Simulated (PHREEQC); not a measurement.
Make-up at 49 °C: 8.7 mmol/kgw Na2SeO3, 0.05 mmol/kgw H3PO4 and 0.17 mmol/kgw NaCl. Closed to the air; pH follows from the charge balance.

Equilibrium calculation in PHREEQC: ion-association model, wateq4f.dat.

This is a speciation only: nothing precipitates in the calculation.

Question: Predict the pH, ionic strength.

Answer: pH 9.65; ionic strength 0.0260 mol/kgw.

Question: In which forms is P present?

Answer: HPO4-2 97 %, NaHPO4- 1.8 %, PO4-3 0.7 % of the P.

Species that the database lacks are ignored. H3PO4, which wateq4f.dat lacks, is added to it with the constant of phreeqc.dat. At this temperature some constants are extrapolated from 25 °C, and those without enthalpy data are left unchanged.
